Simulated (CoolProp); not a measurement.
Model: reference Helmholtz-energy equation of state, Thol 2017, in CoolProp.

### Question
Give the vapour pressure (MPa), liquid density (kg/m³), enthalpy of vaporisation (kJ/kg), vapour Z of saturated decamethyltetrasiloxane (MD2M) at 25.85, 132.15, 153.45 °C.

### Answer
| T (°C) | p (MPa) | liquid density (kg/m³) | enthalpy of vaporisation (kJ/kg) | vapour Z |
|---|---|---|---|---|
| 25.85 | 5.61e-5 | 848 | 190 | 1.000 |
| 132.15 | 0.0164 | 739 | 152 | 0.982 |
| 153.45 | 0.0330 | 716 | 145 | 0.969 |
